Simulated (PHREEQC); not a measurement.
A column of 0.5 m (30 cells, dispersivity 0.025 m, 300 s a shift, diffusion coefficient 3e-10 m²/s) holds 0.0042 eq of the database's cation exchanger X per kg of pore water, first in equilibrium with 2.7 mmol/kgw KCl, 14 mmol/kgw ZnSO4 and 0.01 mmol/kgw HCl. It is flushed with 1.1 mmol/kgw MnCl2 and 0.01 mmol/kgw HCl, at 25 °C. Values are for the last cell. The system is closed to CO2. Nothing may precipitate in this run.

The series has 31 steps of pore volumes, from 0 to 6.017.

Computed with PHREEQC (ion-association model, phreeqc.dat).

Question: After how many pore volumes does Mn at the outlet first reach half of its feed value?

Answer: By 2.8 pore volumes.
